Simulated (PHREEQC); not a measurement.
1 kg of water holding 0.0066 mol/kgw SrCl2, 0.025 mol/kgw CaCl2, 0.0072 mol/kgw MgCl2, 0.44 mol/kgw NaCl and 0.055 mol/kgw KCl is evaporated at 25 °C; the solids stay in contact with the brine. CO2 from the air is kept out. Only these solids could form: Bischofite, Brucite, Carnallite, Halite, Portlandite, Sylvite, MgCl2_4H2O.

The series has 26 steps of water left (kg), from 1 to 0.007426.

Computed with PHREEQC (Pitzer model, pitzer.dat).

Problem. Which solids form, in which order, and at which step of the series does each first stand?

Solution. Halite from water left = 0.07809 kg; Sylvite from water left = 0.0293 kg.
